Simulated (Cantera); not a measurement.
Thermodynamics of iron carbonyl, mercury and lead vapours, feed Pb + H₂

Input: 1 mol Pb, 0.044 mol H₂, at 0.00133 bar.

Equilibrium computed with Cantera from the NASA thermochemical tables; the gas is ideal and each condensed phase is pure. Candidate condensed phases: Pb; 4 gas species. Kinetics and transport are ignored.

From 727 °C to 952 °C the condensed part is Pb(l). From 1027 °C to 1327 °C nothing is condensed. The main Pb-bearing gas is Pb throughout.

```tsv
T (°C)	x H₂	x Pb	x H	x Pb₂	n Pb(l)
727	0.988	0.0121	6.18e-8	3.83e-8	0.999
802	0.943	0.0570	3.90e-7	5.07e-7	0.997
877	0.783	0.217	1.81e-6	4.75e-6	0.988
952	0.299	0.701	4.67e-6	3.35e-5	0.897
1027	0.0421	0.958	6.22e-6	4.44e-5	0
1102	0.0421	0.958	1.93e-5	3.26e-5	0
1177	0.0421	0.958	5.32e-5	2.47e-5	0
1252	0.0421	0.958	0.000133	1.93e-5	0
1327	0.0420	0.958	0.000305	1.53e-5	0
```
x: gas mole fraction; n: condensed amount in mol.
